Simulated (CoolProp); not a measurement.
Vapour-liquid equilibrium of n-hexane (1) + dimethyl carbonate (2) at 0.0374 MPa; x and y are mole fractions of (1).

Computed with CoolProp (multi-fluid Helmholtz-energy mixture model, Thol 2019 and Zhou 2011; pair parameters Bell 2016).

| x | bubble temperature (K) | y at the bubble point | dew temperature at overall composition x (K) | liquid density (mol/L) |
|---|---|---|---|---|
| 0.05 | 325.0 | 0.356 | 333.7 | 11.09 |
| 0.15 | 316.2 | 0.587 | 331.1 | 10.64 |
| 0.25 | 313.3 | 0.655 | 328.3 | 10.15 |
| 0.35 | 312.2 | 0.682 | 325.2 | 9.681 |
| 0.45 | 311.7 | 0.696 | 321.7 | 9.247 |
| 0.55 | 311.4 | 0.709 | 317.8 | 8.851 |
| 0.65 | 311.1 | 0.727 | 313.5 | 8.490 |
| 0.75 | 311.0 | 0.757 | 311.0 | 8.161 |
| 0.85 | 311.1 | 0.812 | 311.4 | 7.859 |
| 0.95 | 312.1 | 0.915 | 312.6 | 7.575 |

y crosses x between x = 0.75 and 0.85: the model has an azeotrope there.

The pair parameters rest on a limited set of measurements; away from them the model extrapolates.
